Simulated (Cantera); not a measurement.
An adiabatic, constant-pressure homogeneous reactor starts with CH4 : H2 : O2 : N2 = 1 : 0.29 : 4.66 : 29.4 (molar parts), at 1723 K and 368 Torr.

Computed with Cantera and GRI-Mech 3.0 (53 species, 325 reactions).

One state of this run: T (K) = 2312; x CH4 = <1e-12; x H2 = 0.000919; x O2 = 0.0698; x CH2CO = <1e-12; x CH3 = <1e-12. x: mole fraction; the columns are a selection and need not sum to one.

Problem. Which value of t (s) does it belong to?
A) 0.00425
B) 2.00e-6
C) 2.57e-5
D) 4.69e-6

Solution. A, 0.00425
